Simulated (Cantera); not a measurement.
Input: 1 mol SiO2, 4.4 mol CO, 1.5 mol H2, 3.5 mol C, held at 2225 K and 320000 Pa.

These are equilibrium values from Cantera (NASA tables, ideal gas, pure condensed phases), not measurements of a reactor. Candidate condensed phases: C, C6H6, C7H8, C8H18, H2O, Si, SiC, SiO2; 123 gas species. Equilibrium is a limit: real reactors are often held back by kinetics, nucleation or transport.

Base state: CO 0.798, H2 0.188, SiO 0.0118, H 0.00157, C2H2 (acetylene) 0.000552, CH4 2.83e-5, H2O 2.53e-5, CO2 2.00e-5 (mole fractions); condensed: C(graphite) + SiC(s).

Problem. What changes in the equilibrium state with this change: SiO2 replaced by Cu2O?

Solution. 
```csv
species,before,after
CO,0.798,0.775
H2,0.188,0.214
Cu,0,0.00875
SiO,0.0118,0
Cu2,0,7.13e-5
Si,1.69e-5,0
CH4,2.83e-5,3.64e-5
C2H2 (acetylene),0.000552,0.000627
H2O,2.53e-5,2.79e-5
"C(graphite), mol",0.679,2.49
"SiC(s), mol",0.906,0
"Cu(l), mol",0,1.94
```
Further candidate phases: Cu, CuO, Cu(OH)2, Cu2O.

Problem. What changes in the equilibrium state with this change: SiO2 replaced by MgO?

Solution. 
| species | before | after |
|---|---|---|
| CO | 0.798 | 0.684 |
| H2 | 0.188 | 0.188 |
| Mg | 0 | 0.125 |
| SiO | 0.0118 | 0 |
| MgH | 0 | 0.00170 |
| Si | 1.69e-5 | 0 |
| CO2 | 2.00e-5 | 1.47e-5 |
| H2O | 2.53e-5 | 2.16e-5 |
| C(graphite), mol | 0.679 | 2.49 |
| SiC(s), mol | 0.906 | 0 |
The tables' values for MgH are old estimates; treat these amounts as uncertain. Further candidate phases: Mg, MgCO3, MgO, Mg(OH)2.
